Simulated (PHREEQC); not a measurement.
0.066 g of hydrous ferric oxide (600 m²/g; 0.2 weak and 0.005 strong sites per Fe, Dzombak-Morel constants, diffuse double layer) in 1 kg of water with 0.001 mol/kgw of an inert sodium salt and 0.002 mmol/kgw Na2HAsO4, at 25 °C; the pH is set by adding NaOH or the inert anion's acid. O2 is buffered at 0.21 atm. No CO2 enters from the air. Nothing may precipitate in this run.

Model: ion-association model, wateq4f.dat, run in PHREEQC.

```tsv
pH	As sorbed (%)	surface charge σ (C/m²)	surface potential ψ (mV)
3	100.0	0.248	232
3.5	100.0	0.169	224
4	100.0	0.113	208
4.5	100.0	0.074	188
5	100.0	0.047	166
5.5	100.0	0.029	142
6	100.0	0.017	115
6.5	100.0	0.010	88
7	100.0	0.005	60
7.5	100.0	0.002	31
8	99.9	0.000	2
8.5	99.2	-0.002	-27
9	93.1	-0.005	-55
```

The oxide is taken as insoluble; below pH 4 it would dissolve.
